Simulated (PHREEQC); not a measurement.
1 kg of water holding 83 mmol/kgw NaCl meets 20 L of dry gas (H2 1 by moles) at fixed total pressure, at 1 atm; fugacities by Peng-Robinson. The gases take part in no redox reaction, some water evaporates into the gas, and hydrates or a liquid gas phase aren't modelled. Precipitation was switched off in this run.

Equilibrium calculation in PHREEQC: ion-association model, phreeqc.dat.

| T (°C) | dissolved H2 (mol/kgw) | φ of H2 |
|---|---|---|
| 10 | 0.000854 | 1.000 |
| 20 | (withheld) | 1.000 |
| 30 | (withheld) | 1.000 |
| 40 | 0.000678 | 1.000 |
| 50 | (withheld) | 1.000 |
| 60 | 0.000573 | 1.001 |
| 70 | 0.000498 | 1.001 |
| 80 | 0.000391 | 1.002 |

### Question
What belongs in the gaps?

### Answer

- 20, dissolved H2 (mol/kgw): 0.000783
- 30, dissolved H2 (mol/kgw): 0.000726
- 50, dissolved H2 (mol/kgw): 0.000630

Complexes and solids missing from the database can't appear. Away from 25 °C the constants follow the database's enthalpies or fits; those with neither stay at their 25 °C values.
